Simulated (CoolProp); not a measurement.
Vapour-liquid equilibrium of R245fa (1) + isopentane (2) at 25.85 °C; x and y are mole fractions of (1).

Model: multi-fluid Helmholtz-energy mixture model, Akasaka 2015 and Lemmon 2006; pair parameters Bell 2016, in CoolProp.

### Question
Give the bubble pressure and the first vapour's composition at x = 0.05, 0.425, 0.65. Is there an azeotrope?

### Answer
x = 0.05: 0.1189 MPa, y = 0.234; x = 0.425: 0.1935 MPa, y = 0.631; x = 0.65: 0.1975 MPa, y = 0.666. y crosses x between x = 0.65 and 0.725: the model has an azeotrope there.

Pair parameters are fitted to limited data, so mixtures are less certain than the pure fluids. With so large a gap from Raoult's law the liquid may split in two, which this calculation doesn't test in full.
